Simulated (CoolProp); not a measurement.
Vapour-liquid equilibrium of n-hexane (1) + m-xylene (2) at 139.05 °C; x and y are mole fractions of (1).

Computed with CoolProp (multi-fluid Helmholtz-energy mixture model, Thol 2019 and Zhou 2012; pair parameters Bell 2016).

Q: Give the bubble pressure and the first vapour's composition at x = 0.575, 0.8, 0.95. Is there an azeotrope?

A: x = 0.575: 0.4151 MPa, y = 0.874; x = 0.8: 0.5136 MPa, y = 0.941; x = 0.95: 0.5805 MPa, y = 0.984. No azeotrope shows between x = 0.05 and 0.95.

Pair parameters are fitted to limited data, so mixtures are less certain than the pure fluids.
